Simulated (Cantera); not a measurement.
**Thermodynamics of silicon epitaxy and polysilicon growth, feed SiH₂Cl₂ + H₂**

Feed: 1 mol SiH₂Cl₂, 300 mol H₂, equilibrated at 1330 Pa.

Method: chemical equilibrium by Gibbs-energy minimisation in Cantera with the NASA 1993 tables (ideal gas, pure condensed phases). Candidate condensed phases: Si; 19 gas species. The tables' values for SiCl₃ are old estimates; treat these amounts as uncertain. Gases not in the tables: Si₂H₆ and higher silanes. Rates play no part.

```csv
T (°C),log p H₂,log p HCl,log p H,log p SiCl₄,log p SiHCl₃,n Si(s),n Si(l)
625,-1.88,-4.33,-10.90,-5.21,-5.31,0.731,0
725,-1.88,-4.11,-9.61,-5.98,-5.91,0.923,0
825,-1.88,-4.07,-8.55,-7.17,-6.81,0.967,0
925,-1.88,-4.07,-7.66,-8.27,-7.65,0.969,0
1025,-1.88,-4.07,-6.91,-9.21,-8.37,0.966,0
1125,-1.88,-4.07,-6.26,-10.02,-8.98,0.963,0
1225,-1.88,-4.07,-5.70,-10.72,-9.51,0.960,0
1325,-1.88,-4.07,-5.21,-11.33,-9.97,0.953,0
1425,-1.88,-4.07,-4.78,-11.87,-10.39,0,0.933
```
log p: log10 of the partial pressure in bar; n: condensed amount in mol.

From 625 °C to 1325 °C the condensed part is Si(s). At 1425 °C the condensed part is Si(l). The main Si-bearing gas is SiCl₄ at 625 °C and SiCl₂ at 1425 °C. The share of Si in condensed phases is highest at 925 °C (96.9 %) and lowest at 625 °C (73.1 %).
